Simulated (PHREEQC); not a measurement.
Make-up at 20 °C: 0.072 mol CaCl2 and 0.0003 mol Na2SO4 per kg of water. Closed to the air; pH follows from the charge balance.

Model: ion-association model, phreeqc.dat, run in PHREEQC.

Problem. The ionic strength comes out as 0.216 mol/kgw. What activity coefficients do Na+, Ca+2, SO4-2, Cl- get?

Solution. Na+ 0.75, Ca+2 0.32, SO4-2 0.29, Cl- 0.71.

Precipitation was switched off in this run.
